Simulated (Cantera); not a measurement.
A closed system holds: 1 mol Si₃N₄, 3.6 mol N₂, equilibrated at 1700 K and 133 Pa.

These are equilibrium values from Cantera (NASA tables, ideal gas, pure condensed phases), not measurements of a reactor. Candidate condensed phases: Si, Si₃N₄; 7 gas species. The tables' values for SiN are old estimates; treat these amounts as uncertain. Equilibrium is a limit: real reactors are often held back by kinetics, nucleation or transport.

Base state: N₂ 0.999, Si 0.000509, Si₂N 2.03e-5, SiN 1.13e-5 (mole fractions); condensed: Si(l).

Task: What changes in the equilibrium state with this change: temperature from 1700 K to 1998.15 K?

Result: 
```
species       before     after
----------  --------  --------
N₂             0.999     0.967
Si          0.000509    0.0320
Si₂N         2.03e-5  0.000395
Si₂          2.23e-6  0.000330
Si₃          5.62e-7   7.08e-5
SiN          1.13e-5  0.000300
Si(l), mol      3.00      2.80
```

Task: What changes in the equilibrium state with this change: Si₃N₄ replaced by ZrN?

Result: 
```csv
species,before,after
N₂,0.999,1.00
Si,0.000509,0
Si₂N,2.03e-5,0
SiN,1.13e-5,0
"Si(l), mol",3.00,0
"ZrN(s), mol",0,1.00
```
ZrN: taken at fixed stoichiometry. Further candidate phases: Zr, ZrN.

Task: What changes in the equilibrium state with this change: temperature from 1700 K to 2123.15 K?

Result: 
```csv
species,before,after
N₂,0.999,0.868
Si,0.000509,0.128
Si₂,2.23e-6,0.00175
Si₃,5.62e-7,0.000354
SiN,1.13e-5,0.000858
Si₂N,2.03e-5,0.00101
"Si(l), mol",3.00,2.13
```
